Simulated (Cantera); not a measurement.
Input (Python, Cantera) and output of one run.

```python
import numpy as np
import cantera as ct

gas_names = [...]  # 110 gases of nasa_gas.yaml made of C, H, O
cond_names = """
    C(gr) C6H6(L) C7H8(L) C8H18(L),n-octa H2O(s) H2O(L)
""".split()


# ... load() reads the species with a 1 bar reference pressure and builds the phases ...
atoms = {
    'C3H6': {'C': 3, 'H': 6},
    'O2': {'O': 2},
    'H2': {'H': 2},
}
top_T = {'C(gr)': 4500}  # K; cautious upper limits of use, not melting points


# ... equilibrate(T, P, feed) seeds the gas with the atoms and calls Mixture.equilibrate('TP', solver="vcs", rtol=1e-11, max_steps=5000) ...
results = []
feed = {'C3H6': 1, 'O2': 0.03, 'H2': 0.92}  # mol
P = 13332.2  # Pa
for T in [550, 575, 600, 625, 650, 675, 700, 725, 750]:
    mix = equilibrate(T, P, feed)
    results.append((T, P, feed, dict(zip(mix.species_names, mix.species_moles))))
    x = sorted(zip(gas.X, gas.species_names), reverse=True)
    print(f"T = {T:g} K  P = {P:g} Pa  gas = {mix.phase_moles(0):.4g} mol")
    print("   x: " + "  ".join(f"{s} {v:.3e}" for v, s in x if v > 0.001))
    print("   condensed (mol): " + ("  ".join(f"{mix.phase(i).name} {mix.phase_moles(i):.4g}"
          for i in range(1, mix.n_phases) if mix.phase_moles(i) > 1e-12) or "none"))
```

Output:

```
T = 550 K  P = 13332.2 Pa  gas = 2.12 mol
   x: CH4 8.492e-01  H2 1.226e-01  H2O 2.810e-02
   condensed (mol): C(gr) 1.2
T = 575 K  P = 13332.2 Pa  gas = 2.181 mol
   x: CH4 7.971e-01  H2 1.755e-01  H2O 2.727e-02
   condensed (mol): C(gr) 1.261
T = 600 K  P = 13332.2 Pa  gas = 2.263 mol
   x: CH4 7.323e-01  H2 2.413e-01  H2O 2.623e-02
   condensed (mol): C(gr) 1.342
T = 625 K  P = 13332.2 Pa  gas = 2.368 mol
   x: CH4 6.559e-01  H2 3.189e-01  H2O 2.498e-02
   condensed (mol): C(gr) 1.447
T = 650 K  P = 13332.2 Pa  gas = 2.496 mol
   x: CH4 5.705e-01  H2 4.056e-01  H2O 2.355e-02
   condensed (mol): C(gr) 1.575
T = 675 K  P = 13332.2 Pa  gas = 2.649 mol
   x: H2 4.970e-01  CH4 4.805e-01  H2O 2.198e-02
   condensed (mol): C(gr) 1.726
T = 700 K  P = 13332.2 Pa  gas = 2.819 mol
   x: H2 5.875e-01  CH4 3.914e-01  H2O 2.029e-02
   condensed (mol): C(gr) 1.894
T = 725 K  P = 13332.2 Pa  gas = 2.999 mol
   x: H2 6.716e-01  CH4 3.086e-01  H2O 1.849e-02  CO 1.074e-03
   condensed (mol): C(gr) 2.071
T = 750 K  P = 13332.2 Pa  gas = 3.176 mol
   x: H2 7.450e-01  CH4 2.364e-01  H2O 1.656e-02  CO 1.833e-03
   condensed (mol): C(gr) 2.243
```

Equilibrium computed with Cantera from the NASA thermochemical tables; the gas is ideal and each condensed phase is pure.
